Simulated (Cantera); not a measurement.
**Carbothermic reduction: Cu2O + C + N2**

A closed system holds: 1 mol Cu2O, 2 mol C, 4 mol N2, equilibrated at 1.00 bar.

Method: chemical equilibrium by Gibbs-energy minimisation in Cantera with the NASA 1993 tables (ideal gas, pure condensed phases). Candidate condensed phases: C, Cu, CuO, Cu2O; 27 gas species. Rates play no part.

```csv
T (°C),x N2,x Cu,x CO,x Cu2,n C(graphite),n Cu(l)
1127,0.800,1.35e-6,0.200,2.63e-10,1.00,2.00
1327,0.800,3.98e-5,0.200,2.85e-8,1.00,2.00
1527,0.800,0.000541,0.200,1.04e-6,1.00,2.00
1727,0.797,0.00431,0.199,1.78e-5,1.000,1.98
1927,0.781,0.0232,0.195,0.000177,1.000,1.88
2127,0.724,0.0935,0.181,0.00117,0.999,1.47
2327,0.574,0.277,0.144,0.00479,0.998,0
```
x: gas mole fraction; n: condensed amount in mol.

From 1127 °C to 2127 °C the condensed part is C(graphite) + Cu(l). At 2327 °C the condensed part is C(graphite). The main Cu-bearing gas is Cu throughout.
